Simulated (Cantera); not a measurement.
Charge: 1 mol C₂H₂, 0.13 mol NH₃, equilibrated at 2298.15 K and 3.90 mbar.

These are equilibrium values from Cantera (NASA tables, ideal gas, pure condensed phases), not measurements of a reactor. Candidate condensed phases: C, C₆H₆, C₇H₈, C₈H₁₈; 92 gas species. The numbers say what is thermodynamically allowed, not how fast it happens.

Base state: H₂ 0.806, H 0.138, N₂ 0.0438, HCN 0.00768, C₂H₂ (acetylene) 0.00345, HNC 0.000698, CN 5.56e-5, C₂H 2.65e-5 (mole fractions); condensed: C(graphite).

What changes in the equilibrium state with this change: temperature from 2298.15 K to 2950 K?


```
species            before     after
----------------  -------  --------
H                   0.138     0.765
H₂                  0.806     0.125
C₃                4.14e-6    0.0465
N₂                 0.0438    0.0202
C₅                4.75e-9  0.000730
C₄                1.07e-9  0.000136
C₂                3.68e-7   0.00468
C                 2.08e-6   0.00801
C(graphite), mol     1.98      1.53
```
